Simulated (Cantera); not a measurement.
Feed: 1 mol SiCl4, 1.9 mol HCl, 5.5 mol H2, at 0.330 bar.

These are equilibrium values from Cantera (NASA tables, ideal gas, pure condensed phases), not measurements of a reactor. Candidate condensed phases: Si; 19 gas species. The tables' values for SiCl3 are old estimates; treat these amounts as uncertain. Rates play no part. All values below are at 950 K.

Base state: H2 0.653, HCl 0.228, SiCl4 0.117, SiHCl3 0.00154, SiCl3 2.94e-5 (mole fractions); condensed: gas only.

Problem. What changes in the equilibrium state with this change: HCl from 1.9 to 0.88 mol?

Solution. 
| species | before | after |
|---|---|---|
| H2 | 0.653 | 0.742 |
| SiCl4 | 0.117 | 0.132 |
| HCl | 0.228 | 0.123 |
| SiH2Cl2 | 2.06e-6 | 1.02e-5 |
| SiHCl3 | 0.00154 | 0.00364 |
| SiCl3 | 2.94e-5 | 6.51e-5 |

Problem. What changes in the equilibrium state with this change: H2 from 5.5 to 0.59 mol?

Solution. 
| species | before | after |
|---|---|---|
| HCl | 0.228 | 0.545 |
| SiCl4 | 0.117 | 0.286 |
| H2 | 0.653 | 0.169 |
| SiHCl3 | 0.00154 | 0.000406 |
| SiCl3 | 2.94e-5 | 1.52e-5 |
